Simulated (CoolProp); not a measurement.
Saturation properties of 1-butene.

Model: reference Helmholtz-energy equation of state, Lemmon 2005, in CoolProp. It is a short technical equation, of lower accuracy than the large ones.

```tsv
T (K)	p (MPa)	vapour density (kg/m³)	enthalpy of vaporisation (kJ/kg)	liquid cp (kJ/(kg K))
311.3	0.4348	10.62	345.3	2.382
316.7	0.5033	12.24	338.8	2.415
322.1	0.5795	14.05	332.0	2.450
327.6	0.6656	16.12	324.8	2.489
333	0.7590	18.39	317.4	2.529
338.5	0.8638	20.97	309.5	2.573
343.9	0.9766	23.79	301.5	2.620
349.4	1.102	27.01	292.8	2.673
354.8	1.237	30.54	283.9	2.730
360.3	1.386	34.58	274.2	2.796
365.7	1.545	39.04	264.2	2.869
371.2	1.721	44.17	253.2	2.956
376.6	1.907	49.91	241.6	3.058
382.1	2.112	56.61	228.8	3.184
```

It boils at 266.8 K under 1 atm.
